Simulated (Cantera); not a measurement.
What does this Cantera script print?

```python
import numpy as np
import cantera as ct

gas = ct.Solution("gri30.yaml")
gas.TPX = 1398, 101325, {'N2O': 1, 'N2': 1.6}
reactor = ct.IdealGasConstPressureReactor(gas, energy="off", clone=False)
net = ct.ReactorNet([reactor])
net.rtol, net.atol = 1e-08, 1e-18
show = ['N2O', 'NO2', 'NO', 'O2', 'N2', 'O']
times = np.geomspace(1e-06, 300, 14)

steps = ct.SolutionArray(gas, extra=["t"])
rows = []
print(f"{'t/s':>10s}{'T/K':>9s}{'P/Pa':>11s}" + "".join(f"{s:>11s}" for s in show))
for t in times:
    while net.time < t:
        t_next = net.step()
        steps.append(gas.state, t=t_next)
    rows.append([np.interp(t, steps.t, y) for y in (steps.T, steps.P, *steps(*show).X.T)])
    print(f"{t:10.3e}{rows[-1][0]:9.1f}{rows[-1][1]:11.4g}" + "".join(f"{x:11.3e}" for x in rows[-1][2:]))
rate = np.gradient(steps.T, steps.t)
print("integrator steps:", len(steps.t))
if steps.T.max() > steps.T[0] + 200:
    print(f"time of steepest temperature rise: {steps.t[rate.argmax()]:.4e} s")
gas.TPX = 1398, 101325, {'N2O': 1, 'N2': 1.6}
gas.equilibrate("TP")
print(f"equilibrium (TP): T = {gas.T:.1f} K  " + "  ".join(f"{s} {gas[s].X[0]:.3e}" for s in show))
```

It prints:

```
       t/s      T/K       P/Pa        N2O        NO2         NO         O2         N2          O
 1.000e-06   1398.0  1.013e+05  3.846e-01  1.320e-14  6.390e-08  1.310e-07  6.154e-01  2.665e-06
 4.488e-06   1398.0  1.013e+05  3.846e-01  3.998e-12  1.123e-06  2.303e-06  6.154e-01  9.827e-06
 2.015e-05   1398.0  1.013e+05  3.845e-01  6.071e-10  1.388e-05  2.845e-05  6.154e-01  2.157e-05
 9.042e-05   1398.0  1.013e+05  3.840e-01  2.551e-08  9.084e-05  1.863e-04  6.157e-01  2.371e-05
 4.058e-04   1398.0  1.013e+05  3.819e-01  5.446e-07  4.381e-04  8.993e-04  6.167e-01  2.369e-05
 1.822e-03   1398.0  1.013e+05  3.726e-01  7.776e-06  1.959e-03  4.038e-03  6.214e-01  2.354e-05
 8.176e-03   1398.0  1.013e+05  3.343e-01  5.530e-05  8.142e-03  1.698e-02  6.405e-01  2.275e-05
 3.669e-02   1398.0  1.013e+05  2.135e-01  2.038e-04  2.668e-02  5.822e-02  7.014e-01  1.928e-05
 1.647e-01   1398.0  1.013e+05  4.571e-02  3.645e-04  4.702e-02  1.183e-01  7.886e-01  8.302e-06
 7.392e-01   1398.0  1.013e+05  4.411e-04  3.111e-04  4.886e-02  1.364e-01  8.140e-01  4.637e-07
 3.318e+00   1398.0  1.013e+05  7.639e-07  2.957e-04  4.884e-02  1.366e-01  8.143e-01  3.394e-07
 1.489e+01   1398.0  1.013e+05  7.600e-07  2.949e-04  4.870e-02  1.367e-01  8.143e-01  3.395e-07
 6.684e+01   1398.0  1.013e+05  7.429e-07  2.917e-04  4.812e-02  1.370e-01  8.146e-01  3.398e-07
 3.000e+02   1398.0  1.013e+05  6.729e-07  2.780e-04  4.566e-02  1.382e-01  8.159e-01  3.414e-07
integrator steps: 1047
equilibrium (TP): T = 1398.0 K  N2O 4.290e-08  NO2 4.273e-06  NO 6.503e-04  O2 1.610e-01  N2 8.384e-01  O 3.680e-07
```

Computed with Cantera and GRI-Mech 3.0 (53 species, 325 reactions). GRI-Mech 3.0 was tuned for natural gas; its chemistry of N2O as a main component is partial and can be far from experiment. The mechanism lacks the step 2 NO + O2 → 2 NO2, which can matter for NO2 below about 1400 K. The temperature is held fixed by assumption; the heat of reaction is taken as removed at once.
